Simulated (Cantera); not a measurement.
A Cantera script and what it prints.

```python
import numpy as np
import cantera as ct

gas_names = """
    AL ALCL ALCL2 ALCL3 AL2 AL2CL6 CL CL2
""".split()
cond_names = """
    AL(cr) AL(L) ALCL3(s) ALCL3(L)
""".split()


# ... load() reads the species with a 1 bar reference pressure and builds the phases ...
atoms = {
    'Al': {'AL': 1},
    'Cl2': {'CL': 2},
}
top_T = {}  # K; cautious upper limits of use, not melting points


# ... equilibrate(T, P, feed) seeds the gas with the atoms and calls Mixture.equilibrate('TP', solver="vcs", rtol=1e-11, max_steps=5000) ...
results = []
P = 1800  # Pa
for T in [673, 723, 773, 823, 873, 923, 973, 1023, 1073, 1123, 1173, 1223]:
    for m in [0.94, 1.2, 1.4, 1.8, 2.2, 2.7, 3.3, 4.1, 5, 6.2]:
        feed = {'Al': 1, 'Cl2': m}  # mol
        mix = equilibrate(T, P, feed)
        results.append((T, P, feed, dict(zip(mix.species_names, mix.species_moles))))

for T, P, feed, n in results:
    print(f"{T:7g} {feed['Cl2']:10.4g}  " + (" + ".join(c for c in cond_names if n.get(c, 0) > 1e-12) or "gas only"))
```

Result:

```
    673       0.94  AL(cr)
    673        1.2  AL(cr)
    673        1.4  AL(cr)
    673        1.8  gas only
    673        2.2  gas only
    673        2.7  gas only
    673        3.3  gas only
    673        4.1  gas only
    673          5  gas only
    673        6.2  gas only
    723       0.94  AL(cr)
    723        1.2  AL(cr)
    723        1.4  AL(cr)
    723        1.8  gas only
    723        2.2  gas only
    723        2.7  gas only
    723        3.3  gas only
    723        4.1  gas only
    723          5  gas only
    723        6.2  gas only
    773       0.94  AL(cr)
    773        1.2  AL(cr)
    773        1.4  AL(cr)
    773        1.8  gas only
    773        2.2  gas only
    773        2.7  gas only
    773        3.3  gas only
    773        4.1  gas only
    773          5  gas only
    773        6.2  gas only
    823       0.94  AL(cr)
    823        1.2  AL(cr)
    823        1.4  AL(cr)
    823        1.8  gas only
    823        2.2  gas only
    823        2.7  gas only
    823        3.3  gas only
    823        4.1  gas only
    823          5  gas only
    823        6.2  gas only
    873       0.94  AL(cr)
    873        1.2  AL(cr)
    873        1.4  AL(cr)
    873        1.8  gas only
    873        2.2  gas only
    873        2.7  gas only
    873        3.3  gas only
    873        4.1  gas only
    873          5  gas only
    873        6.2  gas only
    923       0.94  AL(cr)
    923        1.2  AL(cr)
    923        1.4  AL(cr)
    923        1.8  gas only
    923        2.2  gas only
    923        2.7  gas only
    923        3.3  gas only
    923        4.1  gas only
    923          5  gas only
    923        6.2  gas only
    973       0.94  AL(L)
    973        1.2  AL(L)
    973        1.4  AL(L)
    973        1.8  gas only
    973        2.2  gas only
    973        2.7  gas only
    973        3.3  gas only
    973        4.1  gas only
    973          5  gas only
    973        6.2  gas only
   1023       0.94  AL(L)
   1023        1.2  AL(L)
   1023        1.4  gas only
   1023        1.8  gas only
   1023        2.2  gas only
   1023        2.7  gas only
   1023        3.3  gas only
   1023        4.1  gas only
   1023          5  gas only
   1023        6.2  gas only
   1073       0.94  AL(L)
   1073        1.2  AL(L)
   1073        1.4  gas only
   1073        1.8  gas only
   1073        2.2  gas only
   1073        2.7  gas only
   1073        3.3  gas only
   1073        4.1  gas only
   1073          5  gas only
   1073        6.2  gas only
   1123       0.94  AL(L)
   1123        1.2  gas only
   1123        1.4  gas only
   1123        1.8  gas only
   1123        2.2  gas only
   1123        2.7  gas only
   1123        3.3  gas only
   1123        4.1  gas only
   1123          5  gas only
   1123        6.2  gas only
   1173       0.94  gas only
   1173        1.2  gas only
   1173        1.4  gas only
   1173        1.8  gas only
   1173        2.2  gas only
   1173        2.7  gas only
   1173        3.3  gas only
   1173        4.1  gas only
   1173          5  gas only
   1173        6.2  gas only
   1223       0.94  gas only
   1223        1.2  gas only
   1223        1.4  gas only
   1223        1.8  gas only
   1223        2.2  gas only
   1223        2.7  gas only
   1223        3.3  gas only
   1223        4.1  gas only
   1223          5  gas only
   1223        6.2  gas only
```

Cantera equilibrium calculation (NASA polynomials, part measured and part estimated; ideal gas, pure solids and liquids). The tables' values for AlCl2 are old estimates.
